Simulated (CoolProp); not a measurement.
Vapour-liquid equilibrium of propane (1) + sulfur dioxide (2) at 322.8 K; x and y are mole fractions of (1).

Model: multi-fluid Helmholtz-energy mixture model, Lemmon 2009 and Gao 2016; pair parameters Bell 2016, in CoolProp.

| x | bubble pressure, mixture model (MPa) | bubble pressure, Raoult's law (MPa) | y, mixture model | y, Raoult's law |
|---|---|---|---|---|
| 0.05 | 1.256 | 0.8766 | 0.330 | 0.097 |
| 0.125 | 1.613 | 0.9417 | 0.483 | 0.226 |
| 0.2 | 1.778 | 1.007 | 0.538 | 0.338 |
| 0.275 | 1.854 | 1.072 | 0.564 | 0.436 |
| 0.35 | 1.896 | 1.137 | 0.580 | 0.524 |
| 0.425 | 1.926 | 1.202 | 0.594 | 0.601 |
| 0.5 | 1.951 | 1.267 | 0.611 | 0.671 |
| 0.575 | 1.973 | 1.332 | 0.634 | 0.734 |
| 0.65 | 1.985 | 1.397 | 0.663 | 0.791 |
| 0.725 | 1.982 | 1.462 | 0.703 | 0.843 |
| 0.8 | 1.955 | 1.527 | 0.755 | 0.891 |
| 0.875 | 1.896 | 1.592 | 0.824 | 0.935 |
| 0.95 | 1.796 | 1.657 | 0.918 | 0.975 |

The largest gap from Raoult's law is +76.6 % in bubble pressure, at x = 0.2. y crosses x between x = 0.65 and 0.725: the model has an azeotrope there.

The pair parameters rest on a limited set of measurements; away from them the model extrapolates. With so large a gap from Raoult's law the liquid may split in two, which this calculation doesn't test in full.
